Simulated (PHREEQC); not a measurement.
Dissolve 0.1 mol KHSO4 per kg of water at 5.9 °C. Closed to the air; pH follows from the charge balance.

Model: ion-association model, wateq4f.dat, run in PHREEQC.

No solid was allowed to form.

Order these S species by the share of S that they hold, largest first: HSO4-, KSO4-, SO4-2.

HSO4- (50 %), SO4-2 (44 %), KSO4- (6.0 %)

The pH is 1.39 and the ionic strength 0.189 mol/kgw. Away from 25 °C the constants follow the database's enthalpies or fits; those with neither stay at their 25 °C values.
